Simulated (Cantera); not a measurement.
An isothermal, constant-pressure homogeneous reactor starts with C₂H₆ : N₂ = 1 : 130 (molar parts), at 1825 K and 71.3 Torr. Integrator tolerance rtol = 1e-08.

Model: GRI-Mech 3.0 (53 species, 325 reactions), integrated in Cantera. GRI-Mech 3.0 stops at C3 and has no aromatics, soot or wall deposition, so with more carbon than oxygen in the feed, carbon stays in small species such as C2H2 where larger ones or solid carbon would form.

**Question.** What does this change do: temperature 1825 to 1425 K?

**Answer.** 
| quantity | before | after |
|---|---|---|
| x(C₂H₆) at 200 s | <1e-12 (gas-phase equilibrium <1e-12) | 1.70e-8 (gas-phase equilibrium 1.71e-11) |
| x(C₂H) at 200 s | 8.50e-7 (gas-phase equilibrium 5.91e-8) | 1.48e-9 (gas-phase equilibrium 1.80e-10) |
| x(HCN) at 200 s | 0.000155 (gas-phase equilibrium 0.0140) | 9.54e-7 (gas-phase equilibrium 0.0133) |
| x(H₂) at 200 s | 0.0149 (gas-phase equilibrium 0.0149) | 0.0145 (gas-phase equilibrium 0.0150) |
| x(H) at 200 s | 0.000176 (gas-phase equilibrium 0.000176) | 2.53e-6 (gas-phase equilibrium 2.73e-6) |

**Question.** What does this change do: 1.8 parts H2O added?

**Answer.** 
| quantity | before | after |
|---|---|---|
| x(C₂H₆) at 200 s | <1e-12 (gas-phase equilibrium <1e-12) | <1e-12 (gas-phase equilibrium <1e-12) |
| x(C₂H) at 200 s | 8.50e-7 (gas-phase equilibrium 5.91e-8) | 3.42e-8 (gas-phase equilibrium 4.29e-10) |
| x(HCN) at 200 s | 0.000155 (gas-phase equilibrium 0.0140) | 0.000558 (gas-phase equilibrium 0.00145) |
| x(H₂) at 200 s | 0.0149 (gas-phase equilibrium 0.0149) | 0.0343 (gas-phase equilibrium 0.0343) |
| x(H) at 200 s | 0.000176 (gas-phase equilibrium 0.000176) | 0.000266 (gas-phase equilibrium 0.000266) |

**Question.** What does this change do: pressure from 71.3 Torr to 20.0 Torr?

**Answer.** 
| quantity | before | after |
|---|---|---|
| x(C₂H₆) at 200 s | <1e-12 (gas-phase equilibrium <1e-12) | <1e-12 (gas-phase equilibrium <1e-12) |
| x(C₂H) at 200 s | 8.50e-7 (gas-phase equilibrium 5.91e-8) | 1.61e-6 (gas-phase equilibrium 1.12e-7) |
| x(HCN) at 200 s | 0.000155 (gas-phase equilibrium 0.0140) | 0.000171 (gas-phase equilibrium 0.0140) |
| x(H₂) at 200 s | 0.0149 (gas-phase equilibrium 0.0149) | 0.0149 (gas-phase equilibrium 0.0149) |
| x(H) at 200 s | 0.000176 (gas-phase equilibrium 0.000176) | 0.000331 (gas-phase equilibrium 0.000331) |
Radical loss at walls, strong at low pressure, is not modelled.
